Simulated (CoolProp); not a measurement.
Properties of o-xylene along the isobar 1850 kPa.

Model: reference Helmholtz-energy equation of state, Zhou 2012, in CoolProp.

```
T (K)   phase  cp (kJ/(kg K))  isothermal compressibility (1/MPa)
-----  ------  --------------  ----------------------------------
518.8  liquid           2.584                            0.006312
528    liquid           2.632                            0.007352
537.2  liquid           2.685                            0.008699
546.4  liquid           2.745                             0.01050
555.6  liquid           2.816                             0.01303
564.8  liquid           2.905                             0.01681
583.2     gas           2.701                              0.9033
592.4     gas           2.625                              0.8381
601.6     gas           2.579                              0.7930
610.8     gas           2.551                              0.7598
620       gas           2.533                              0.7341
```
